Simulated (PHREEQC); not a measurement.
Dissolve 0.0036 mol CuSO4 and 5e-05 mol FeCl3 per kg of water at 20 °C. Closed to the air; pH follows from the charge balance.

Model: ion-association model, phreeqc.dat, run in PHREEQC.

This is a speciation only: nothing precipitates in the calculation.

Task: Predict the pH, ionic strength.

Result: pH 4.18; ionic strength 0.0117 mol/kgw.

Task: In which forms is S present?

Result: SO4-2 80 %, CuSO4 20 % of the S.

Examples of supersaturated solids here: Fe(OH)3(a), Hematite (slow to form). Others may be too.
